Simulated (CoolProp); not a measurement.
A closed Brayton cycle with carbon dioxide: compressor inlet 312.15 K and 7.9 MPa, high pressure 18.1 MPa, turbine inlet 825 K, compressor efficiency 0.89, turbine efficiency 0.93, recuperator effectiveness 0.8 (on enthalpy, no pinch check). Each further row changes one setting.

Values from CoolProp's reference Helmholtz-energy equation of state, Span 1996.

| case | thermal efficiency (%) | net work (kJ/kg) | compressor to turbine work | compressor exit (K) | turbine exit (K) |
|---|---|---|---|---|---|
| as stated | 29.4 | 82.2 | 0.28 | 371.1 | 722.6 |
| turbine inlet 775 K | 28.5 | 74.5 | 0.30 | 371.1 | ___ |
| compressor inlet 322.15 K | ___ | ___ | ___ | 390.4 | 722.6 |
| high pressure 15.4 MPa | ___ | ___ | ___ | 359.4 | 742.1 |
| recuperator effectiveness 0.5 | 20.4 | 82.2 | 0.28 | 371.1 | 722.6 |

Fill in the missing entries.


- turbine inlet 775 K, turbine exit (K): 676.4
- compressor inlet 322.15 K, thermal efficiency (%): 28.9
- compressor inlet 322.15 K, net work (kJ/kg): 74.7
- compressor inlet 322.15 K, compressor to turbine work: 0.34
- high pressure 15.4 MPa, thermal efficiency (%): 26.5
- high pressure 15.4 MPa, net work (kJ/kg): 68.3
- high pressure 15.4 MPa, compressor to turbine work: 0.26
